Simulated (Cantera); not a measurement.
Input: 1 mol Al(CH3)3, 11 mol H2O, 4.3 mol H2, held at 1575 K and 5.40 mbar.

Cantera equilibrium calculation (NASA polynomials, part measured and part estimated; ideal gas, pure solids and liquids). Candidate condensed phases: Al, Al2O3, C, C6H6, C7H8, C8H18, H2O; 121 gas species. The feed counts by its element totals alone. Kinetics and transport are ignored.

Base state: H2 0.600, H2O 0.268, CO 0.114, CO2 0.0175, H 0.000438 (mole fractions); condensed: Al2O3(s).

Q: What changes in the equilibrium state with this change: H2O from 11 to 30 mol?

A: 
| species | before | after |
|---|---|---|
| H2O | 0.268 | 0.583 |
| H2 | 0.600 | 0.344 |
| CO | 0.114 | 0.0453 |
| CO2 | 0.0175 | 0.0265 |
| OH | 7.09e-6 | 2.04e-5 |
| H | 0.000438 | 0.000332 |
| Al2O3(s), mol | 0.500 | 0.500 |
